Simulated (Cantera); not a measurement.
Input (Python, Cantera) and output of one run.

```python
import numpy as np
import cantera as ct

gas_names = """
    CL CL2 H HCL H2 Si SiCL SiCL2 SiCL3 SiCL4 SiH SiHCL3 SiH2 SiH2CL2 SiH3 SiH3CL SiH4 Si2 Si3
""".split()
cond_names = """
    Si(cr) Si(L)
""".split()


# ... load() reads the species with a 1 bar reference pressure and builds the phases ...
atoms = {
    'SiH2Cl2': {'Si': 1, 'H': 2, 'CL': 2},
    'H2': {'H': 2},
}
top_T = {}  # K; cautious upper limits of use, not melting points


# ... equilibrate(T, P, feed) seeds the gas with the atoms and calls Mixture.equilibrate('TP', solver="vcs", rtol=1e-11, max_steps=5000) ...
results = []
feed = {'SiH2Cl2': 1, 'H2': 270}  # mol
P = 400  # Pa
for T in [1298, 1348, 1398, 1448, 1498, 1548, 1598, 1648, 1698, 1748, 1798]:
    mix = equilibrate(T, P, feed)
    results.append((T, P, feed, dict(zip(mix.species_names, mix.species_moles))))

top = {s: max(r[3][s] / sum(r[3][g] for g in gas_names) for r in results) for s in gas_names}
cols = sorted((s for s in top if top[s] > 1e-05), key=lambda s: -top[s])[:8]
seen = [c for c in cond_names if any(r[3].get(c, 0) > 1e-12 for r in results)]
print("log10 of partial pressures in bar; condensed amounts in mol")
print(f"{'T/K':>10s}" + "".join(f"{s[:9]:>10s}" for s in cols + seen))
for T, P, feed, n in results:
    ng = sum(n[g] for g in gas_names)
    print(f"{T:10.4g}" + "".join(f"{np.log10(max(n[s] / ng * P / 1e5, 1e-99)):10.3f}" for s in cols)
          + "".join(f"{n.get(c, 0):10.4g}" for c in seen))
```

Result:

```
log10 of partial pressures in bar; condensed amounts in mol
       T/K        H2       HCL         H        Si     SiCL2       SiH      SiCL        CL    Si(cr)     Si(L)
      1298    -2.401    -4.548    -7.171   -10.391    -6.270   -10.668   -10.013    -9.391    0.9631         0
      1348    -2.401    -4.549    -6.836    -9.726    -6.248   -10.117    -9.585    -9.063    0.9613         0
      1398    -2.401    -4.549    -6.526    -9.108    -6.229    -9.607    -9.189    -8.758    0.9595         0
      1448    -2.401    -4.550    -6.236    -8.534    -6.211    -9.132    -8.821    -8.474    0.9575         0
      1498    -2.401    -4.551    -5.965    -7.998    -6.195    -8.689    -8.478    -8.209    0.9551         0
      1548    -2.401    -4.552    -5.712    -7.498    -6.180    -8.276    -8.158    -7.960    0.9513         0
      1598    -2.401    -4.553    -5.475    -7.029    -6.167    -7.888    -7.858    -7.728    0.9441         0
      1648    -2.402    -4.554    -5.251    -6.589    -6.156    -7.525    -7.577    -7.509    0.9286         0
      1698    -2.402    -4.555    -5.041    -6.183    -6.152    -7.191    -7.321    -7.303         0    0.8954
      1748    -2.403    -4.555    -4.843    -5.837    -6.184    -6.914    -7.115    -7.107         0    0.8357
      1798    -2.404    -4.555    -4.655    -5.511    -6.215    -6.653    -6.922    -6.923         0    0.7132
```

Cantera equilibrium calculation (NASA polynomials, part measured and part estimated; ideal gas, pure solids and liquids). The tables' values for SiCl are old estimates; treat these amounts as uncertain. Gases not in the tables: Si2H6 and higher silanes.
